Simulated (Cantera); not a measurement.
Input (Python, Cantera) and output of one run.

```python
import numpy as np
import cantera as ct

gas_names = """
    C CN CO CO2 C2 CCN CNC C2N2 C2O C3 C3O2 C4 C4N2 C5 Fe FeC5O5 FeO N NCO NO NO2 NO3 N2 N2O O O2 O3
""".split()
cond_names = """
    C(gr) Fe(a) Fe(c) Fe(d) Fe(L) FeC5O5(L) FeO(s) FeO(L) Fe2O3(s) Fe3O4(s)
""".split()


# ... load() reads the species with a 1 bar reference pressure and builds the phases ...
atoms = {
    'Fe': {'Fe': 1},
    'O2': {'O': 2},
    'N2': {'N': 2},
    'CO': {'C': 1, 'O': 1},
}
top_T = {'C(gr)': 4500, 'Fe2O3(s)': 1830, 'Fe3O4(s)': 1870}  # K; cautious upper limits of use, not melting points


# ... equilibrate(T, P, feed) seeds the gas with the atoms and calls Mixture.equilibrate('TP', solver="vcs", rtol=1e-11, max_steps=5000) ...
results = []
feed = {'Fe': 1, 'O2': 0.76, 'N2': 3.2, 'CO': 0.26}  # mol
P = 101325  # Pa
for T in [1348, 1398, 1448, 1498, 1548, 1598, 1648, 1698, 1748, 1798, 1848]:
    mix = equilibrate(T, P, feed)
    results.append((T, P, feed, dict(zip(mix.species_names, mix.species_moles))))

top = {s: max(r[3][s] / sum(r[3][g] for g in gas_names) for r in results) for s in gas_names}
cols = sorted((s for s in top if top[s] > 0.0001), key=lambda s: -top[s])[:5]
seen = [c for c in cond_names if any(r[3].get(c, 0) > 1e-12 for r in results)]
print("log10 of partial pressures in bar; condensed amounts in mol")
print(f"{'T/K':>10s}" + "".join(f"{s[:9]:>10s}" for s in cols + seen))
for T, P, feed, n in results:
    ng = sum(n[g] for g in gas_names)
    print(f"{T:10.4g}" + "".join(f"{np.log10(max(n[s] / ng * P / 1e5, 1e-99)):10.3f}" for s in cols)
          + "".join(f"{n.get(c, 0):10.4g}" for c in seen))
```

It prints:

```
log10 of partial pressures in bar; condensed amounts in mol
       T/K        N2       CO2        CO        O2        NO    FeO(s)    FeO(L)  Fe3O4(s)
      1348    -0.028    -1.141    -2.420   -10.266    -8.028    0.1811         0     0.273
      1398    -0.028    -1.140    -2.425    -9.477    -7.507    0.1815         0    0.2728
      1448    -0.028    -1.140    -2.430    -8.742    -7.021     0.182         0    0.2727
      1498    -0.028    -1.140    -2.436    -8.054    -6.567    0.1825         0    0.2725
      1548    -0.028    -1.140    -2.442    -7.411    -6.142     0.183         0    0.2723
      1598    -0.028    -1.139    -2.448    -6.807    -5.744    0.1835         0    0.2722
      1648    -0.028    -1.139    -2.454    -6.238    -5.369    0.1841         0     0.272
      1698    -0.028    -1.136    -2.523    -5.572    -4.951         0    0.1894    0.2702
      1748    -0.028    -1.133    -2.592    -4.938    -4.553         0    0.1943    0.2686
      1798    -0.028    -1.131    -2.659    -4.336    -4.176         0    0.1991     0.267
      1848    -0.028    -1.129    -2.723    -3.766    -3.819         0    0.2057    0.2648
```

Cantera equilibrium calculation (NASA polynomials, part measured and part estimated; ideal gas, pure solids and liquids). Mutual solubility and eutectic melting of coexisting phases are not modelled. The tables' stoichiometric FeO is somewhat more stable than real wüstite, so its field is too wide. FeO: taken at fixed stoichiometry.
